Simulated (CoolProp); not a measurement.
Ethane at 293.15 K and 0.818 MPa flows at 4.2 m/s in a round tube of 1 mm bore and 0.25 µm roughness, fully developed (64/Re and Nu = 3.66 if laminar; Colebrook and Gnielinski if turbulent). Each further row changes one setting.

Values from CoolProp's reference Helmholtz-energy equation of state, Bücker 2006.

```tsv
case	Reynolds number	Darcy friction factor	pressure drop (Pa/m)	heat-transfer coefficient (W/(m² K))	mass flow (kg/h)
as stated	4840	0.0380	3630	…	0.129
velocity 8.4 m/s	9680	…	12000	658	…
diameter 2 mm	9680	…	…	…	0.514
```

Question: Complete the blanks.

Answer: 
- as stated, heat-transfer coefficient (W/(m² K)): 355
- velocity 8.4 m/s, Darcy friction factor: 0.0315
- velocity 8.4 m/s, mass flow (kg/h): 0.257
- diameter 2 mm, Darcy friction factor: 0.0313
- diameter 2 mm, pressure drop (Pa/m): 1500
- diameter 2 mm, heat-transfer coefficient (W/(m² K)): 327

Viscosity comes from a separate model (Friend 1991). Thermal conductivity comes from a separate model (Friend 1991).
